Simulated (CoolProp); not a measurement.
Vapour-liquid equilibrium of n-butane (1) + cyclohexane (2) at 67.95 °C; x and y are mole fractions of (1).

Computed with CoolProp (multi-fluid Helmholtz-energy mixture model, Bücker 2006 and Zhou 2014; pair parameters Bell 2016).

Problem. Give the bubble pressure and the first vapour's composition at x = 0.2, 0.35, 0.425. Is there an azeotrope?

Solution. x = 0.2: 0.1830 MPa, y = 0.693; x = 0.35: 0.2883 MPa, y = 0.838; x = 0.425: 0.3435 MPa, y = 0.878. No azeotrope shows between x = 0.05 and 0.95.

The pair parameters rest on a limited set of measurements; away from them the model extrapolates.
